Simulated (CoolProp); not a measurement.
Vapour-liquid equilibrium of fluoroethane (R161) (1) + R1234yf (2) at -88.25 °C; x and y are mole fractions of (1).

Computed with CoolProp (multi-fluid Helmholtz-energy mixture model, Wu 2012 and Lemmon 2022; pair parameters Bell 2016).

```json
[
 {"x": "0.05", "bubble pressure, mixture model (bar)": "…", "bubble pressure, Raoult's law (bar)": "0.02895", "y, mixture model": "0.096", "y, Raoult's law": "0.080"},
 {"x": "0.15", "bubble pressure, mixture model (bar)": "…", "bubble pressure, Raoult's law (bar)": "0.03077", "y, mixture model": "…", "y, Raoult's law": "0.225"},
 {"x": "0.25", "bubble pressure, mixture model (bar)": "…", "bubble pressure, Raoult's law (bar)": "0.03258", "y, mixture model": "0.387", "y, Raoult's law": "0.354"},
 {"x": "0.35", "bubble pressure, mixture model (bar)": "0.03691", "bubble pressure, Raoult's law (bar)": "0.03440", "y, mixture model": "0.494", "y, Raoult's law": "0.470"},
 {"x": "0.45", "bubble pressure, mixture model (bar)": "0.03889", "bubble pressure, Raoult's law (bar)": "0.03621", "y, mixture model": "0.585", "y, Raoult's law": "0.574"},
 {"x": "0.55", "bubble pressure, mixture model (bar)": "…", "bubble pressure, Raoult's law (bar)": "0.03803", "y, mixture model": "0.667", "y, Raoult's law": "0.668"},
 {"x": "0.65", "bubble pressure, mixture model (bar)": "0.04220", "bubble pressure, Raoult's law (bar)": "0.03984", "y, mixture model": "0.741", "y, Raoult's law": "0.754"},
 {"x": "0.75", "bubble pressure, mixture model (bar)": "0.04357", "bubble pressure, Raoult's law (bar)": "0.04166", "y, mixture model": "0.813", "y, Raoult's law": "0.832"},
 {"x": "0.85", "bubble pressure, mixture model (bar)": "0.04476", "bubble pressure, Raoult's law (bar)": "0.04347", "y, mixture model": "0.884", "y, Raoult's law": "0.903"},
 {"x": "0.95", "bubble pressure, mixture model (bar)": "0.04577", "bubble pressure, Raoult's law (bar)": "0.04529", "y, mixture model": "0.960", "y, Raoult's law": "0.969"}
]
```

Question: Complete the blanks.

Answer: 
- 0.05, bubble pressure, mixture model (bar): 0.02949
- 0.15, bubble pressure, mixture model (bar): 0.03221
- 0.15, y, mixture model: 0.257
- 0.25, bubble pressure, mixture model (bar): 0.03469
- 0.55, bubble pressure, mixture model (bar): 0.04065

The largest gap from Raoult's law is +7.4 % in bubble pressure, at x = 0.45. No azeotrope shows between x = 0.05 and 0.95.

Pair parameters are fitted to limited data, so mixtures are less certain than the pure fluids.
